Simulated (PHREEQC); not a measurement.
1 kg of water holding 0.077 mol/kgw KCl, 0.019 mol/kgw MgSO4 and 0.16 mol/kgw MgCl2 is evaporated at 25 °C; the solids stay in contact with the brine. No CO2 enters from the air. Only these solids could form: Arcanite, Bischofite, Brucite, Carnallite, Epsomite, Hexahydrite, Kainite, Kieserite, Leonite, Misenite, Schoenite, Sylvite, MgCl2_4H2O.

Equilibrium calculation in PHREEQC: Pitzer model, pitzer.dat.

```tsv
water left (kg)	ionic strength	water activity	Carnallite (mol)	Bischofite (mol)	Sylvite (mol)	Kieserite (mol)	Kainite (mol)
1	0.633	0.990	0	0	0	0	0
0.8219	0.770	0.987	0	0	0	0	0
0.6755	0.937	0.984	0	0	0	0	0
0.5552	1.14	0.981	0	0	0	0	0
0.4563	1.39	0.976	0	0	0	0	0
0.375	1.69	0.971	0	0	0	0	0
0.3082	2.05	0.963	0	0	0	0	0
0.2533	2.50	0.954	0	0	0	0	0
0.2082	3.04	0.942	0	0	0	0	0
0.1711	3.70	0.925	0	0	0	0	0
0.1156	5.48	0.875	0	0	0	0	0
0.09502	6.66	0.835	0	0	0	0	0
0.07809	8.11	0.783	0	0	0	0	0
0.06418	9.86	0.714	0	0	0	0	0
0.05275	11.6	0.642	0	0	0.0235	0	0
0.04319	13.2	0.560	0	0	0.0459	0	0.00299
0.03206	13.9	0.515	0.0276	0	0.0219	0	0.0112
0.02191	14.6	0.483	0.0639	0	0	0.00579	0.00703
0.01549	16.5	0.370	0.0764	0	0	0.0181	0
0.00581	17.6	0.319	0.0769	0.0492	0	0.0188	0
```

Sylvite from water left = 0.05275 kg, last present at water left = 0.03206 kg; Kainite from water left = 0.04319 kg, last present at water left = 0.02191 kg; Carnallite from water left = 0.03206 kg; Kieserite from water left = 0.02191 kg; Bischofite from water left = 0.00581 kg.

Species that the database lacks are ignored.
